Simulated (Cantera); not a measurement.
Input: 1 mol SiO₂, 2.3 mol Al₂O₃, 0.26 mol H₂, held at 2300 K and 37.0 Pa.

These are equilibrium values from Cantera (NASA tables, ideal gas, pure condensed phases), not measurements of a reactor. Candidate condensed phases: Al, Al₂O₃, Al₂SiO₅, Al₆Si₂O₁₃, H₂O, Si, SiO₂; 28 gas species. The tables' values for SiO₂, AlOH are old estimates; treat these amounts as uncertain. The numbers say what is thermodynamically allowed, not how fast it happens.

Base state: SiO 0.531, O₂ 0.160, O 0.103, H 0.0682, H₂O 0.0680, OH 0.0407, H₂ 0.0184, SiO₂ 0.0107 (mole fractions); condensed: Al₂O₃(s).

**Question.** What changes in the equilibrium state with this change: H₂ from 0.26 to 87 mol?

**Answer.** 
```
species         before     after
-------------  -------  --------
H₂              0.0184     0.577
H               0.0682     0.382
H₂O             0.0680    0.0192
SiO              0.531   0.00906
O₂               0.160   1.28e-5
SiO₂            0.0107   1.64e-6
O                0.103  0.000925
OH              0.0407   0.00205
Al             5.90e-6   0.00695
Al₂O           7.58e-8  0.000943
AlH            2.43e-9   1.60e-5
AlOH           1.07e-5  0.000632
Al₂O₃(s), mol     2.30      1.72
```
The tables' values for AlOH are old estimates; treat these amounts as uncertain.

**Question.** What changes in the equilibrium state with this change: temperature from 2300 K to 773.15 K?

**Answer.** 
| species | before | after |
|---|---|---|
| H₂ | 0.0184 | 1.00 |
| SiO | 0.531 | <1e-9 |
| O₂ | 0.160 | <1e-9 |
| O | 0.103 | <1e-9 |
| H | 0.0682 | <1e-9 |
| H₂O | 0.0680 | <1e-9 |
| OH | 0.0407 | <1e-9 |
| SiO₂ | 0.0107 | <1e-9 |
| AlO₂H | 0.000162 | <1e-9 |
| AlO | 9.14e-5 | <1e-9 |
| AlOH | 1.07e-5 | <1e-9 |
| Al₂O₃(s), mol | 2.30 | 1.30 |
| Al₂SiO₅(andalusite), mol | 0 | 1.00 |
Condensed phases not in the tables: alloys, solid solutions and most ternary compounds.

**Question.** What changes in the equilibrium state with this change: H₂ from 0.26 to 2.9 mol?

**Answer.** 
| species | before | after |
|---|---|---|
| H₂ | 0.0184 | 0.301 |
| H | 0.0682 | 0.276 |
| SiO | 0.531 | 0.212 |
| O₂ | 0.160 | 0.00352 |
| SiO₂ | 0.0107 | 0.000638 |
| O | 0.103 | 0.0153 |
| H₂O | 0.0680 | 0.166 |
| OH | 0.0407 | 0.0245 |
| AlO₂H | 0.000162 | 0.000253 |
| Al | 5.90e-6 | 0.000103 |
| AlOH | 1.07e-5 | 0.000112 |
| AlO | 9.14e-5 | 0.000237 |
| Al₂O₃(s), mol | 2.30 | 2.30 |
